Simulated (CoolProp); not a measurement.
A single-stage vapour-compression cycle with nitrous oxide: evaporating at 198.15 K (dew point), condensing at 248.15 K (bubble point), superheat 0 K, subcooling 0 K, compressor efficiency 0.65, no pressure losses. Each further row changes one setting.

Model: reference Helmholtz-energy equation of state, Lemmon 2006, in CoolProp. It is a short technical equation, of lower accuracy than the large ones.

```csv
case,cooling COP,pressure ratio,discharge temperature (K),refrigerating effect (kJ/kg),volumetric capacity (kJ/m³)
as stated,[?],7.25,364.5,268,1590
evaporating temperature 203.15 K,2.28,5.66,348.0,270,[?]
condensing temperature 243.15 K,[?],[?],[?],277,1650
subcooling 5 K,2.02,7.25,364.5,277,1650
superheat 10 K,1.90,7.25,[?],276,1550
compressor efficiency 0.55,1.65,7.25,389.5,268,1590
```

### Question
What belongs in the gaps?

### Answer

- as stated, cooling COP: 1.95
- evaporating temperature 203.15 K, volumetric capacity (kJ/m³): 2030
- condensing temperature 243.15 K, cooling COP: 2.23
- condensing temperature 243.15 K, pressure ratio: 6.19
- condensing temperature 243.15 K, discharge temperature (K): 349.4
- superheat 10 K, discharge temperature (K): 380.7
